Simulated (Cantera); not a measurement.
A closed system holds: 1 mol TEOS, 0.42 mol N2O, 1.4 mol H2, at 1750 K and 133 Pa.

Method: chemical equilibrium by Gibbs-energy minimisation in Cantera with the NASA 1993 tables (ideal gas, pure condensed phases). Candidate condensed phases: C, C6H6, C7H8, C8H18, H2O, Si, SiC, SiO2, Si2N2O, Si3N4; 151 gas species. The feed counts by its element totals alone. Equilibrium is a limit: real reactors are often held back by kinetics, nucleation or transport.

Base state: H2 0.697, CO 0.270, N2 0.0255, H 0.00532, SiO 0.00129, HCN 0.000637, C2H2 (acetylene) 8.01e-5, HNC 2.15e-5 (mole fractions); condensed: C(graphite) + SiC(s).

Q: What changes in the equilibrium state with this change: TEOS replaced by SiH4?

A: 
```csv
species,before,after
H2,0.697,0.796
SiO,0.00129,0.0987
N2,0.0255,0.0987
CO,0.270,0
HCN,0.000637,0
C2H2 (acetylene),8.01e-5,0
"C(graphite), mol",2.61,0
"SiC(s), mol",0.979,0
"Si(l), mol",0,0.575
```
Gases not in the tables: Si2H6 and higher silanes.

Q: What changes in the equilibrium state with this change: N2O from 0.42 to 46 mol?

A: 
```
species                before     after
--------------------  -------  --------
N2                     0.0255     0.605
H2O                   9.24e-8     0.148
O2                      <1e-9     0.134
H2                      0.697  0.000370
CO                      0.270  0.000944
CO2                   9.89e-9     0.105
SiO                   0.00129   1.50e-6
OH                      <1e-9   0.00288
NO                      <1e-9   0.00245
C(graphite), mol         2.61         0
SiC(s), mol             0.979         0
SiO2(condensed), mol        0     1.000
```
The tables hold silica as quartz up to 1696 K and as liquid above; real silica turns to tridymite and cristobalite and melts near 1996 K.
